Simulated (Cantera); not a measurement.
Feed: 1 mol MgO, 0.72 mol C, 0.71 mol H2, at 5.20 mbar.

Method: chemical equilibrium by Gibbs-energy minimisation in Cantera with the NASA 1993 tables (ideal gas, pure condensed phases). Candidate condensed phases: C, C6H6, C7H8, C8H18, H2O, Mg, MgCO3, MgO, Mg(OH)2; 116 gas species. Equilibrium is a limit: real reactors are often held back by kinetics, nucleation or transport.

Q: Which condensed phases are stable at each of these points (T (K)): 925, 1075, 1225, 1375, 1525, 1675, 1825, 1975, 2125, 2275, 2425?

A: 
```tsv
T (K)	condensed phases	Mg condensed (%)
925	C(graphite) + MgO(s)	100.0
1075	C(graphite) + MgO(s)	100.0
1225	C(graphite) + MgO(s)	100.0
1375	C(graphite) + MgO(s)	98.9
1525	C(graphite) + MgO(s)	71.9
1675	MgO(s)	28.0
1825	MgO(s)	27.9
1975	MgO(s)	27.5
2125	MgO(s)	24.3
2275	MgO(s)	11.3
2425	gas only	0.0
```

From 925 K to 1525 K the condensed part is C(graphite) + MgO(s). From 1675 K to 2275 K the condensed part is MgO(s). At 2425 K nothing is condensed.
